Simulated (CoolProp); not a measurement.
Computed with CoolProp (reference Helmholtz-energy equation of state, Lemmon 2006). It is a short technical equation, of lower accuracy than the large ones.

Q: For toluene, give the phase and the Joule-Thomson coefficient (K/MPa), isothermal compressibility (1/MPa), fugacity coefficient at 407.9 K and 55.1 bar.

A: 
- 407.9 K and 55.1 bar: liquid; Joule-Thomson coefficient -0.288, isothermal compressibility 0.00203, fugacity coefficient 0.0397
